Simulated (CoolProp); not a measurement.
A simple Rankine cycle with ethanol: condensing at 322.15 K, boiler at 3.65 MPa, turbine inlet 619 K, turbine efficiency 0.85, pump efficiency 0.6, no recuperator. Each further row changes one setting.

Values from CoolProp's reference Helmholtz-energy equation of state, Schroeder 2014.

| case | thermal efficiency (%) | net work (kJ/kg) | heat in (kJ/kg) | turbine exit temperature (K) | volume ratio over the turbine |
|---|---|---|---|---|---|
| as stated | 24.9 | … | 1430 | … | 97.6 |
| condensing temperature 314.15 K | 26.2 | 381 | … | … | 141 |
| boiler pressure 2.55 MPa | 23.6 | 342 | 1450 | 446.2 | 68.9 |
| turbine efficiency 0.75 | 21.9 | 314 | 1430 | 452.9 | 103 |

Problem. Fill in the missing entries.

Solution. 
- as stated, net work (kJ/kg): 357
- as stated, turbine exit temperature (K): 430.5
- condensing temperature 314.15 K, heat in (kJ/kg): 1460
- condensing temperature 314.15 K, turbine exit temperature (K): 417.5
